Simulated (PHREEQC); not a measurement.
Synthetic water in mg/L, 65 °C, pH 6.4, pe 9.3: Na 0.014; K 0.00734; Ca 0.0233; Mg 0.00699; Cl 0.00966; S(6) as SO4 0.0377; Alkalinity as HCO3 0.0965; Li 4.22e-06; Si as SiO2 0.000646; Ba 4.1e-05; Pb 0.00778.

Cl is adjusted to close the charge balance.
Valence states are taken as typed.

The numbers come from PHREEQC with the ion-association model, wateq4f.dat.

The ionic strength is 4.30e-6 mol/kgw.

```
species  molality  activity   log γ
-------  --------  --------  ------
HCO3-     1.68e-6   1.67e-6  -0.001
CO2       1.32e-6   1.32e-6   0.000
Na+       6.09e-7   6.07e-7  -0.001
Ca+2      5.81e-7   5.75e-7  -0.005
H+        3.99e-7   3.98e-7  -0.001
SO4-2     3.92e-7   3.88e-7  -0.005
OH-       3.03e-7   3.02e-7  -0.001
Mg+2      2.87e-7   2.84e-7  -0.005
Cl-       2.44e-7   2.44e-7  -0.001
K+        1.88e-7   1.87e-7  -0.001
Pb+2      3.56e-8   3.52e-8  -0.005
H4SiO4    1.07e-8   1.07e-8   0.000
PbOH+     1.73e-9   1.72e-9  -0.001
```

This is a speciation only: nothing precipitates in the calculation. Away from 25 °C the constants follow the database's enthalpies or fits; those with neither stay at their 25 °C values.
